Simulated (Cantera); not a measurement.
An isothermal, constant-pressure homogeneous reactor starts with NO : N₂ = 1 : 5.7 (molar parts), at 1748 K and 0.454 atm. Integrator tolerance rtol = 1e-08.

Model: GRI-Mech 3.0 (53 species, 325 reactions), integrated in Cantera.

Q: What does this change do: N2 5.7 to 1.5 parts?

A: 
```
quantity                                           before                                     after
----------------  ---------------------------------------  ----------------------------------------
x(NO) at 10.0 s     0.121 (gas-phase equilibrium 0.00223)     0.246 (gas-phase equilibrium 0.00340)
x(N₂) at 10.0 s       0.865 (gas-phase equilibrium 0.924)       0.677 (gas-phase equilibrium 0.798)
x(N₂O) at 10.0 s  5.77e-6 (gas-phase equilibrium 9.49e-8)   2.31e-5 (gas-phase equilibrium 1.35e-7)
x(NO₂) at 10.0 s  6.16e-5 (gas-phase equilibrium 2.51e-6)  0.000285 (gas-phase equilibrium 6.28e-6)
x(O) at 10.0 s    1.36e-5 (gas-phase equilibrium 2.95e-5)   3.09e-5 (gas-phase equilibrium 4.84e-5)
x(O₂) at 10.0 s     0.0141 (gas-phase equilibrium 0.0735)      0.0766 (gas-phase equilibrium 0.198)
```

Q: What does this change do: pressure from 0.454 atm to 1.00 atm?

A: 
```tsv
quantity	before	after
x(NO) at 10.0 s	0.121 (gas-phase equilibrium 0.00223)	0.0984 (gas-phase equilibrium 0.00223)
x(N₂) at 10.0 s	0.865 (gas-phase equilibrium 0.924)	0.876 (gas-phase equilibrium 0.924)
x(N₂O) at 10.0 s	5.77e-6 (gas-phase equilibrium 9.49e-8)	3.99e-6 (gas-phase equilibrium 1.41e-7)
x(NO₂) at 10.0 s	6.16e-5 (gas-phase equilibrium 2.51e-6)	9.79e-5 (gas-phase equilibrium 3.72e-6)
x(O) at 10.0 s	1.36e-5 (gas-phase equilibrium 2.95e-5)	1.20e-5 (gas-phase equilibrium 1.99e-5)
x(O₂) at 10.0 s	0.0141 (gas-phase equilibrium 0.0735)	0.0253 (gas-phase equilibrium 0.0735)
```
